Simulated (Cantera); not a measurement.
Stirred combustor or abatement burner

A perfectly stirred reactor is fed with CH4 : O2 : N2 : CO2 = 1 : 1.33 : 5.01 : 0.026 (molar parts), equivalence ratio 1.5, at 7500 Torr; it is adiabatic with a 625 K inlet, and is followed from long to short residence time, starting on the burning branch (τ in s: 0.099, 0.032, 0.011, 0.0035, 0.0011, 0.00037, 0.00012, 3.9e-05, 1.3e-05, 4.2e-06).

Detailed kinetics in Cantera: GRI-Mech 3.0 (53 species, 325 reactions).

```tsv
τ (s)	T (K)	x CH4	x O2	x H2	x CO	x CH2O	x NO	x C2H6
0.099	2130	0.000257	2.65e-5	0.0771	0.0885	8.03e-7	3.87e-5	1.31e-8
0.032	2131	0.000666	7.85e-5	0.0758	0.0877	2.18e-6	5.28e-5	9.27e-8
0.011	2134	0.00143	0.000216	0.0732	0.0860	5.32e-6	5.80e-5	4.70e-7
0.0035	2137	0.00271	0.000620	0.0683	0.0825	1.29e-5	4.96e-5	2.02e-6
0.0011	2134	0.00448	0.00174	0.0616	0.0780	3.01e-5	3.43e-5	7.25e-6
0.00037	2113	0.00682	0.00459	0.0549	0.0742	6.69e-5	1.93e-5	2.37e-5
0.00012	2015	0.0127	0.0152	0.0470	0.0713	0.000189	4.15e-6	0.000130
3.9e-5	625	0.136	0.181	<1e-12	<1e-12	<1e-12	<1e-12	<1e-12
1.3e-5	625	0.136	0.181	<1e-12	<1e-12	<1e-12	<1e-12	<1e-12
4.2e-6	625	0.136	0.181	<1e-12	<1e-12	<1e-12	<1e-12	<1e-12
```
x: mole fraction; the columns are a selection and need not sum to one.
